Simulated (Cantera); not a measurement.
An adiabatic, constant-volume homogeneous reactor starts with 4.83 % CH4, 2.12 % CO, 15.3 % O2, 57.5 % N2, 20.3 % H2O, equivalence ratio 0.70, at 1425 K and 10.0 bar.

Detailed kinetics in Cantera: GRI-Mech 3.0 (53 species, 325 reactions).

Q: Predict: time of steepest temperature rise; temperature at 0.600 s; equilibrium temperature; x(CO) at 0.600 s; x(O2) at 0.600 s; x(O) at 0.600 s; x(NO2) at 0.600 s; x(N2O) at 0.600 s.

A: 
| Quantity | Result |
|---|---|
| time of steepest temperature rise | 0.446 ms |
| temperature at 0.600 s | 2600 K |
| equilibrium temperature | 2600 K |
| x(CO) at 0.600 s | 0.00462 (gas-phase equilibrium 0.00462) |
| x(O2) at 0.600 s | 0.0416 (gas-phase equilibrium 0.0416) |
| x(O) at 0.600 s | 0.00112 (gas-phase equilibrium 0.00112) |
| x(NO2) at 0.600 s | 1.58e-5 (gas-phase equilibrium 1.58e-5) |
| x(N2O) at 0.600 s | 2.09e-6 (gas-phase equilibrium 2.09e-6) |
